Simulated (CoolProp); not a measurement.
A simple Rankine cycle with isobutane: condensing at 319.15 K, boiler at 1.44 MPa, turbine inlet 371.7 K, turbine efficiency 0.85, pump efficiency 0.7, no recuperator. Each further row changes one setting.

The numbers come from the reference Helmholtz-energy equation of state, Bücker 2006 in CoolProp.

```
case                             thermal efficiency (%)  net work (kJ/kg)  heat in (kJ/kg)  turbine exit temperature (K)  volume ratio over the turbine
-------------------------------  ----------------------  ----------------  ---------------  ----------------------------  -----------------------------
as stated                                           7.4              28.4              384                         344.9                           2.46
turbine inlet 391.7 K                               7.3              31.4              431                         366.4                           2.41
condensing temperature 311.15 K                     8.9              35.8              404                         339.2                           3.04
boiler pressure 1.01 MPa                            4.5              17.9              399                         357.5                           1.65
turbine efficiency 0.75                             6.5              24.8              384                         346.7                           2.48
```
